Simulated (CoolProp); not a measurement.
Vapour-liquid equilibrium of acetone (1) + n-decane (2) at 309.3 K; x and y are mole fractions of (1).

Computed with CoolProp (multi-fluid Helmholtz-energy mixture model, Lemmon 2006 and Lemmon 2006; pair parameters Bell 2016).

**Question.** Give the bubble pressure and the first vapour's composition at x = 0.5, 0.65, 0.8. Is there an azeotrope?

**Answer.** x = 0.5: 0.03882 MPa, y = 0.993; x = 0.65: 0.04025 MPa, y = 0.994; x = 0.8: 0.04220 MPa, y = 0.995. No azeotrope shows between x = 0.05 and 0.95.

Pair parameters are fitted to limited data, so mixtures are less certain than the pure fluids. With so large a gap from Raoult's law the liquid may split in two, which this calculation doesn't test in full.
